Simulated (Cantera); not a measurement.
What does this Cantera script print?

```python
import numpy as np
import cantera as ct

gas_names = """
    H HNO HNO2 HNO3 HO2 H2 H2O H2O2 N NH NH2 NH3 NH2OH NO NO2 NO3 N2 N2H2 N2H4 N2O O OH O2 O3 V VN VO
    VO2
""".split()
cond_names = """
    H2O(s) H2O(L) V(cr) V(L) VN(s) VO(s) VO(L) V2O3(s) V2O3(L) V2O4(I) V2O4(II) V2O4(L) V2O5(s) V2O5(L)
""".split()


# ... load() reads the species with a 1 bar reference pressure and builds the phases ...
atoms = {
    'V': {'V': 1},
    'NH3': {'N': 1, 'H': 3},
    'N2': {'N': 2},
    'O2': {'O': 2},
}
top_T = {'VN(s)': 2300}  # K; cautious upper limits of use, not melting points


# ... equilibrate(T, P, feed) seeds the gas with the atoms and calls Mixture.equilibrate('TP', solver="vcs", rtol=1e-11, max_steps=5000) ...
results = []
feed = {'V': 1, 'NH3': 1.2, 'N2': 23, 'O2': 0.06}  # mol
P = 1000  # Pa
for T in [1750, 1850, 1950, 2050, 2150, 2250, 2350, 2450]:
    mix = equilibrate(T, P, feed)
    results.append((T, P, feed, dict(zip(mix.species_names, mix.species_moles))))

top = {s: max(r[3][s] / sum(r[3][g] for g in gas_names) for r in results) for s in gas_names}
cols = sorted((s for s in top if top[s] > 1e-05), key=lambda s: -top[s])[:6]
seen = [c for c in cond_names if any(r[3].get(c, 0) > 1e-12 for r in results)]
print("log10 of partial pressures in bar; condensed amounts in mol")
print(f"{'T/K':>10s}" + "".join(f"{s[:9]:>10s}" for s in cols + seen))
for T, P, feed, n in results:
    ng = sum(n[g] for g in gas_names)
    print(f"{T:10.4g}" + "".join(f"{np.log10(max(n[s] / ng * P / 1e5, 1e-99)):10.3f}" for s in cols)
          + "".join(f"{n.get(c, 0):10.4g}" for c in seen))
```

It prints:

```
log10 of partial pressures in bar; condensed amounts in mol
       T/K        N2        H2         H         V        VO       VO2     V(cr)      V(L)     VN(s)     VO(s)     VO(L)
      1750    -2.033    -3.144    -5.206    -8.634    -7.649    -7.845         0         0     0.882    0.1179         0
      1850    -2.033    -3.147    -4.842    -7.481    -6.807    -7.250         0         0    0.8817    0.1177         0
      1950    -2.033    -3.152    -4.517    -6.450    -6.057    -6.723         0         0     0.881    0.1155         0
      2050    -2.034    -3.162    -4.225    -5.522    -5.385    -6.254         0         0     0.875    0.1057         0
      2150    -2.036    -3.188    -3.969    -4.723    -4.835    -5.905    0.8357         0         0         0   0.07515
      2250    -2.041    -3.220    -3.739    -4.198    -4.400    -5.515         0    0.7248         0         0         0
      2350    -2.049    -3.270    -3.539    -3.729    -4.370    -5.882         0    0.3916         0         0         0
      2450    -2.058    -3.344    -3.369    -3.485    -4.370    -6.086         0         0         0         0         0
```

Equilibrium computed with Cantera from the NASA thermochemical tables; the gas is ideal and each condensed phase is pure. Mutual solubility and eutectic melting of coexisting phases are not modelled. VN, VO: taken at fixed stoichiometry. Condensed phases not in the tables: solid solutions among these carbides, nitrides and lower oxides, V2N, N, O or C dissolved in the metal.
